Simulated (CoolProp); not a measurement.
Vapour-liquid equilibrium of toluene (1) + n-nonane (2) at 149.95 °C; x and y are mole fractions of (1).

Model: multi-fluid Helmholtz-energy mixture model, Lemmon 2006 and Lemmon 2006; pair parameters Bell 2016, in CoolProp.

```
x     bubble pressure (MPa)  y at the bubble point  dew pressure at overall composition x (MPa)  liquid density (mol/L)
----  ---------------------  ---------------------  -------------------------------------------  ----------------------
0.05                 0.1105                  0.141                                       0.1029                   4.854
0.2                       …                  0.429                                       0.1160                   5.180
0.35                 0.1730                  0.604                                       0.1326                   5.550
0.5                  0.1997                  0.724                                       0.1542                   5.975
0.65                 0.2238                  0.817                                            …                   6.469
0.8                       …                  0.897                                       0.2193                   7.049
0.95                 0.2679                  0.974                                       0.2613                   7.739
```

Task: Fill in the missing entries.

Result: 
- 0.2, bubble pressure (MPa): 0.1432
- 0.65, dew pressure at overall composition x (MPa): 0.1826
- 0.8, bubble pressure (MPa): 0.2463

No azeotrope shows between x = 0.05 and 0.95.

The pair parameters rest on a limited set of measurements; away from them the model extrapolates.
